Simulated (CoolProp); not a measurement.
Properties of benzene along the isotherm 305.5 K (Tc = 562.0 K, pc = 4.906 MPa, ω = 0.211).

Computed with CoolProp (reference Helmholtz-energy equation of state, Thol 2012).

| p (MPa) | phase | Z | cv (kJ/(kg K)) | isothermal compressibility (1/MPa) | expansivity (1/kK) | viscosity (µPa s) | fugacity coefficient |
|---|---|---|---|---|---|---|---|
| 1.23 | liquid | 0.04364 | 1.231 | 0.001016 | 1.227 | 551 | 0.01484 |
| 2.45 | liquid | 0.08683 | 1.232 | 0.001003 | 1.217 | 557 | 0.007781 |
| 3.68 | liquid | 0.1303 | 1.233 | 0.0009898 | 1.207 | 563 | 0.005411 |
| 4.91 | liquid | 0.1736 | 1.234 | 0.0009774 | 1.198 | 569 | 0.004236 |
| 6.13 | liquid | 0.2165 | 1.235 | 0.0009655 | 1.188 | 575 | 0.003542 |
| 7.36 | liquid | 0.2596 | 1.235 | 0.0009538 | 1.179 | 581 | 0.003081 |
| 8.59 | liquid | 0.3026 | 1.236 | 0.0009424 | 1.171 | 587 | 0.002757 |
| 9.81 | liquid | 0.3452 | 1.237 | 0.0009314 | 1.162 | 593 | 0.002520 |
| 11 | liquid | 0.3866 | 1.238 | 0.0009209 | 1.154 | 599 | 0.002343 |
| 12.3 | liquid | 0.4318 | 1.238 | 0.0009098 | 1.145 | 605 | 0.002194 |

Viscosity comes from a separate model (Avgeri 2014).
